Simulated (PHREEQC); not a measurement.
Consider water at 25 °C and 100 atm with 0.13 mol/kgw KOH and 0.26 mol/kgw Al(NO3)3. Closed to the air; pH follows from the charge balance.

All values are PHREEQC results (ion-association model, phreeqc.dat), not measurements.

```
quantity                  before  after
------------------------  ------  -----
pH                          5.16   4.59
ionic strength (mol/kgw)    1.32   1.33
```

### Question
What was changed between the two runs?
A. temperature from 25 to 80 °C
B. temperature from 25 to 45 °C
C. 0.06 mol/kgw MgCl2 added
D. Al(NO3)3 replaced by Sr(NO3)2 at the same molality

### Answer
B, temperature from 25 to 45 °C

Precipitation was switched off in this run. The ionic strength passes 0.7 mol/kgw, the rough limit of the ion-association models, in every such run. Some of these states are supersaturated (in Gibbsite (slow to form), for instance). Under pressure, the constants of complexes without a molar volume in the database are unreliable. At this temperature some constants are extrapolated from 25 °C, and those without enthalpy data are left unchanged.
